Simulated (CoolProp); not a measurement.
1000 sccm (0 °C, 1 atm) of nitrogen bubbles through liquid toluene at 298.1 K and leaves saturated at a total pressure of 0.0772 MPa (ideal gas phase). Each further row changes one setting.

Computed with CoolProp (reference Helmholtz-energy equation of state, Lemmon 2006). It is a short technical equation, of lower accuracy than the large ones.

| case | vapour pressure (kPa) | mole fraction of vapour | delivery (mg/min) | delivery (sccm) | change of delivery for a bath 1 K warmer (%) |
|---|---|---|---|---|---|
| as stated | 3.79 | 0.0491 | 212 | 51.6 | 5.6 |
| bath temperature 303.1 K | 4.88 | 0.0632 | 278 | 67.5 | 5.4 |
| total pressure 0.154 MPa | 3.79 | 0.0246 | 104 | 25.2 | 5.4 |
